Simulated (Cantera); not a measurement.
Equilibrium for oxide etching and cleaning by halides: Fe2O3 + Cl2

Feed: 1 mol Fe2O3, a varied amount of Cl2, held at 925 °C and 7.50 Pa.

These are equilibrium values from Cantera (NASA tables, ideal gas, pure condensed phases), not measurements of a reactor. Candidate condensed phases: Fe, FeCl2, FeCl3, FeO, Fe2O3, Fe3O4; 13 gas species. Equilibrium is a limit: real reactors are often held back by kinetics, nucleation or transport.

From 0.7 mol Cl2 to 1.9 mol Cl2 the condensed part is Fe2O3(s). From 3.2 mol Cl2 to 39 mol Cl2 nothing is condensed. The main Fe-bearing gas is FeCl2 throughout.

| n(Cl2) (mol) | log p Cl2 | log p FeCl2 | log p Cl | log p O2 | log p FeCl3 | log p ClO | log p Fe2Cl4 | log p O | n Fe2O3(s) |
|---|---|---|---|---|---|---|---|---|---|
| 0.7 | -5.25 | -4.51 | -4.96 | -4.60 | -5.64 | -8.66 | -9.19 | -9.92 | 0.744 |
| 1.2 | -5.25 | -4.51 | -4.96 | -4.60 | -5.64 | -8.66 | -9.19 | -9.92 | 0.561 |
| 1.9 | -5.25 | -4.51 | -4.96 | -4.60 | -5.64 | -8.66 | -9.19 | -9.92 | 0.305 |
| 3.2 | -5.03 | -4.57 | -4.85 | -4.66 | -5.59 | -8.58 | -9.31 | -9.95 | 0 |
| 5.2 | -4.70 | -4.76 | -4.68 | -4.83 | -5.62 | -8.50 | -9.70 | -10.04 | 0 |
| 8.7 | -4.55 | -4.97 | -4.61 | -5.03 | -5.75 | -8.53 | -10.11 | -10.13 | 0 |
| 14 | -4.47 | -5.17 | -4.57 | -5.22 | -5.91 | -8.58 | -10.51 | -10.23 | 0 |
| 24 | -4.42 | -5.40 | -4.54 | -5.44 | -6.11 | -8.67 | -10.96 | -10.34 | 0 |
| 39 | -4.39 | -5.60 | -4.53 | -5.65 | -6.30 | -8.76 | -11.38 | -10.44 | 0 |
log p: log10 of the partial pressure in bar; n: condensed amount in mol.
